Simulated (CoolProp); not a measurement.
A single-stage vapour-compression cycle with carbonyl sulfide: evaporating at 216.15 K (dew point), condensing at 272.15 K (bubble point), superheat 8 K, subcooling 0 K, compressor efficiency 0.9, no pressure losses. Each further row changes one setting.

Model: reference Helmholtz-energy equation of state, Lemmon 2006, in CoolProp. It is a short technical equation, of lower accuracy than the large ones.

```json
[
 {"case": "as stated", "cooling COP": "2.73", "pressure ratio": "8.65", "discharge temperature (K)": "363.9", "refrigerating effect (kJ/kg)": "250", "volumetric capacity (kJ/m³)": "601"},
 {"case": "evaporating temperature 221.15 K", "cooling COP": "3.14", "pressure ratio": "…", "discharge temperature (K)": "…", "refrigerating effect (kJ/kg)": "253", "volumetric capacity (kJ/m³)": "…"},
 {"case": "condensing temperature 267.15 K", "cooling COP": "…", "pressure ratio": "7.42", "discharge temperature (K)": "…", "refrigerating effect (kJ/kg)": "257", "volumetric capacity (kJ/m³)": "616"},
 {"case": "subcooling 5 K", "cooling COP": "2.80", "pressure ratio": "8.65", "discharge temperature (K)": "363.9", "refrigerating effect (kJ/kg)": "257", "volumetric capacity (kJ/m³)": "616"},
 {"case": "superheat 18 K", "cooling COP": "2.68", "pressure ratio": "8.65", "discharge temperature (K)": "377.4", "refrigerating effect (kJ/kg)": "257", "volumetric capacity (kJ/m³)": "588"},
 {"case": "compressor efficiency 0.8", "cooling COP": "2.43", "pressure ratio": "8.65", "discharge temperature (K)": "378.6", "refrigerating effect (kJ/kg)": "250", "volumetric capacity (kJ/m³)": "601"}
]
```

**Question.** Fill in the missing entries.

**Answer.** 
- evaporating temperature 221.15 K, pressure ratio: 6.79
- evaporating temperature 221.15 K, discharge temperature (K): 353.0
- evaporating temperature 221.15 K, volumetric capacity (kJ/m³): 760
- condensing temperature 267.15 K, cooling COP: 3.06
- condensing temperature 267.15 K, discharge temperature (K): 352.5
